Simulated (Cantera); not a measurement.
Cantera run:

```python
import numpy as np
import cantera as ct

gas_names = """
    C CO CO2 C2 C2O C3 C3O2 C4 C5 O O2 O3 Ta TaO TaO2
""".split()
cond_names = """
    C(gr) Ta(cr) Ta(L) TaC(s) TaC(L) Ta2O5(s) Ta2O5(L)
""".split()


# ... load() reads the species with a 1 bar reference pressure and builds the phases ...
atoms = {
    'Ta2O5': {'Ta': 2, 'O': 5},
    'CO': {'C': 1, 'O': 1},
}
top_T = {'C(gr)': 4500}  # K; cautious upper limits of use, not melting points


# ... equilibrate(T, P, feed) seeds the gas with the atoms and calls Mixture.equilibrate('TP', solver="vcs", rtol=1e-11, max_steps=5000) ...
results = []
feed = {'Ta2O5': 1, 'CO': 2.7}  # mol
for P in [10, 32, 100, 320, 1000, 3200, 10000, 32000, 100000, 320000, 1000000]:
    for T in [1075, 1175, 1275, 1375, 1475, 1575, 1675, 1775, 1875, 1975]:
        mix = equilibrate(T, P, feed)
        results.append((T, P, feed, dict(zip(mix.species_names, mix.species_moles))))

for T, P, feed, n in results:
    print(f"{T:7g} {P:10.4g}  " + (" + ".join(c for c in cond_names if n.get(c, 0) > 1e-12) or "gas only"))
```

Output:

```
   1075         10  TaC(s) + Ta2O5(s)
   1175         10  TaC(s) + Ta2O5(s)
   1275         10  TaC(s) + Ta2O5(s)
   1375         10  TaC(s) + Ta2O5(s)
   1475         10  TaC(s) + Ta2O5(s)
   1575         10  TaC(s) + Ta2O5(s)
   1675         10  TaC(s) + Ta2O5(s)
   1775         10  Ta(cr) + Ta2O5(s)
   1875         10  Ta2O5(s)
   1975         10  Ta2O5(s)
   1075         32  TaC(s) + Ta2O5(s)
   1175         32  TaC(s) + Ta2O5(s)
   1275         32  TaC(s) + Ta2O5(s)
   1375         32  TaC(s) + Ta2O5(s)
   1475         32  TaC(s) + Ta2O5(s)
   1575         32  TaC(s) + Ta2O5(s)
   1675         32  TaC(s) + Ta2O5(s)
   1775         32  TaC(s) + Ta2O5(s)
   1875         32  Ta2O5(s)
   1975         32  Ta2O5(s)
   1075        100  TaC(s) + Ta2O5(s)
   1175        100  TaC(s) + Ta2O5(s)
   1275        100  TaC(s) + Ta2O5(s)
   1375        100  TaC(s) + Ta2O5(s)
   1475        100  TaC(s) + Ta2O5(s)
   1575        100  TaC(s) + Ta2O5(s)
   1675        100  TaC(s) + Ta2O5(s)
   1775        100  TaC(s) + Ta2O5(s)
   1875        100  TaC(s) + Ta2O5(s)
   1975        100  Ta2O5(s)
   1075        320  C(gr) + Ta2O5(s)
   1175        320  TaC(s) + Ta2O5(s)
   1275        320  TaC(s) + Ta2O5(s)
   1375        320  TaC(s) + Ta2O5(s)
   1475        320  TaC(s) + Ta2O5(s)
   1575        320  TaC(s) + Ta2O5(s)
   1675        320  TaC(s) + Ta2O5(s)
   1775        320  TaC(s) + Ta2O5(s)
   1875        320  TaC(s) + Ta2O5(s)
   1975        320  TaC(s) + Ta2O5(s)
   1075       1000  C(gr) + Ta2O5(s)
   1175       1000  TaC(s) + Ta2O5(s)
   1275       1000  TaC(s) + Ta2O5(s)
   1375       1000  TaC(s) + Ta2O5(s)
   1475       1000  TaC(s) + Ta2O5(s)
   1575       1000  TaC(s) + Ta2O5(s)
   1675       1000  TaC(s) + Ta2O5(s)
   1775       1000  TaC(s) + Ta2O5(s)
   1875       1000  TaC(s) + Ta2O5(s)
   1975       1000  TaC(s) + Ta2O5(s)
   1075       3200  C(gr) + Ta2O5(s)
   1175       3200  C(gr) + Ta2O5(s)
   1275       3200  TaC(s) + Ta2O5(s)
   1375       3200  TaC(s) + Ta2O5(s)
   1475       3200  TaC(s) + Ta2O5(s)
   1575       3200  TaC(s) + Ta2O5(s)
   1675       3200  TaC(s) + Ta2O5(s)
   1775       3200  TaC(s) + Ta2O5(s)
   1875       3200  TaC(s) + Ta2O5(s)
   1975       3200  TaC(s) + Ta2O5(s)
   1075      1e+04  C(gr) + Ta2O5(s)
   1175      1e+04  C(gr) + Ta2O5(s)
   1275      1e+04  TaC(s) + Ta2O5(s)
   1375      1e+04  TaC(s) + Ta2O5(s)
   1475      1e+04  TaC(s) + Ta2O5(s)
   1575      1e+04  TaC(s) + Ta2O5(s)
   1675      1e+04  TaC(s) + Ta2O5(s)
   1775      1e+04  TaC(s) + Ta2O5(s)
   1875      1e+04  TaC(s) + Ta2O5(s)
   1975      1e+04  TaC(s) + Ta2O5(s)
   1075    3.2e+04  C(gr) + Ta2O5(s)
   1175    3.2e+04  C(gr) + Ta2O5(s)
   1275    3.2e+04  C(gr) + Ta2O5(s)
   1375    3.2e+04  TaC(s) + Ta2O5(s)
   1475    3.2e+04  TaC(s) + Ta2O5(s)
   1575    3.2e+04  TaC(s) + Ta2O5(s)
   1675    3.2e+04  TaC(s) + Ta2O5(s)
   1775    3.2e+04  TaC(s) + Ta2O5(s)
   1875    3.2e+04  TaC(s) + Ta2O5(s)
   1975    3.2e+04  TaC(s) + Ta2O5(s)
   1075      1e+05  C(gr) + Ta2O5(s)
   1175      1e+05  C(gr) + Ta2O5(s)
   1275      1e+05  C(gr) + Ta2O5(s)
   1375      1e+05  C(gr) + Ta2O5(s)
   1475      1e+05  TaC(s) + Ta2O5(s)
   1575      1e+05  TaC(s) + Ta2O5(s)
   1675      1e+05  TaC(s) + Ta2O5(s)
   1775      1e+05  TaC(s) + Ta2O5(s)
   1875      1e+05  TaC(s) + Ta2O5(s)
   1975      1e+05  TaC(s) + Ta2O5(s)
   1075    3.2e+05  C(gr) + Ta2O5(s)
   1175    3.2e+05  C(gr) + Ta2O5(s)
   1275    3.2e+05  C(gr) + Ta2O5(s)
   1375    3.2e+05  C(gr) + Ta2O5(s)
   1475    3.2e+05  TaC(s) + Ta2O5(s)
   1575    3.2e+05  TaC(s) + Ta2O5(s)
   1675    3.2e+05  TaC(s) + Ta2O5(s)
   1775    3.2e+05  TaC(s) + Ta2O5(s)
   1875    3.2e+05  TaC(s) + Ta2O5(s)
   1975    3.2e+05  TaC(s) + Ta2O5(s)
   1075      1e+06  C(gr) + Ta2O5(s)
   1175      1e+06  C(gr) + Ta2O5(s)
   1275      1e+06  C(gr) + Ta2O5(s)
   1375      1e+06  C(gr) + Ta2O5(s)
   1475      1e+06  C(gr) + Ta2O5(s)
   1575      1e+06  TaC(s) + Ta2O5(s)
   1675      1e+06  TaC(s) + Ta2O5(s)
   1775      1e+06  TaC(s) + Ta2O5(s)
   1875      1e+06  TaC(s) + Ta2O5(s)
   1975      1e+06  TaC(s) + Ta2O5(s)
```

Equilibrium computed with Cantera from the NASA thermochemical tables; the gas is ideal and each condensed phase is pure. Mutual solubility and eutectic melting of coexisting phases are not modelled. TaC: taken at fixed stoichiometry. Condensed phases not in the tables: Ta2C.
